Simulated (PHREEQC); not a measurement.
0.057 g of hydrous ferric oxide (600 m²/g; 0.2 weak and 0.005 strong sites per Fe, Dzombak-Morel constants, diffuse double layer) in 1 kg of water with 0.001 mol/kgw of an inert sodium salt and 0.021 mmol/kgw CuCl2, at 25 °C; the pH is set by adding NaOH or the inert anion's acid. Oxygen is held at 0.21 atm. CO2 from the air is kept out. Nothing may precipitate in this run.

The series has 17 steps of pH, from 3 to 9.

Computed with PHREEQC (ion-association model, wateq4f.dat).

Problem. Near which pH is half of the Cu sorbed, and on which side is more sorbed?

Solution. Near pH 5.7, with more sorbed at higher pH.

Problem. At which pH does the surface charge pass through zero?

Solution. Near pH 8.4.

The database's constant for dissolved Cu(OH)2 is higher than later reviews accept. The oxide is taken as insoluble; below pH 4 it would dissolve.
